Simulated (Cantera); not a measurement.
Input: 1 mol SiH4, 0.83 mol N2, equilibrated at 1625 K and 0.133 bar.

Method: chemical equilibrium by Gibbs-energy minimisation in Cantera with the NASA 1993 tables (ideal gas, pure condensed phases). Candidate condensed phases: Si, Si3N4; 18 gas species. Equilibrium is a limit: real reactors are often held back by kinetics, nucleation or transport.

Base state: H2 0.924, N2 0.0755, H 0.000186 (mole fractions); condensed: Si3N4(s).

Q: What changes in the equilibrium state with this change: 0.87 mol HF added?

A: 
```
species        before     after
-------------  ------  --------
H2              0.924     0.806
N2             0.0755     0.106
SiF4                0    0.0512
SiF3                0    0.0185
HF                  0    0.0102
SiHF3               0   0.00455
SiF2                0   0.00312
SiH2F2              0  0.000180
Si3N4(s), mol   0.333     0.256
```
The tables' values for SiF3, SiF2 are old estimates; treat these amounts as uncertain.
